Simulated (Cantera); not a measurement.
Feed: 1 mol C2H2, 0.18 mol H2O, 20 mol N2, held at 702 °C and 10.0 mbar.

Cantera equilibrium calculation (NASA polynomials, part measured and part estimated; ideal gas, pure solids and liquids). Candidate condensed phases: C, C6H6, C7H8, C8H18, H2O; 136 gas species. Rates play no part.

Base state: N2 0.936, H2 0.0552, CO 0.00842 (mole fractions); condensed: C(graphite).

What changes in the equilibrium state with this change: 0.23 mol CH4 added?


```json
[
 {"species": "N2", "before": "0.936", "after": "0.917"},
 {"species": "H2", "before": "0.0552", "after": "0.0751"},
 {"species": "CO", "before": "0.00842", "after": "0.00824"},
 {"species": "C(graphite), mol", "before": "1.82", "after": "2.05"}
]
```

What changes in the equilibrium state with this change: H2O from 0.18 to 0.03 mol?


| species | before | after |
|---|---|---|
| N2 | 0.936 | 0.950 |
| H2 | 0.0552 | 0.0489 |
| CO | 0.00842 | 0.00142 |
| C(graphite), mol | 1.82 | 1.97 |
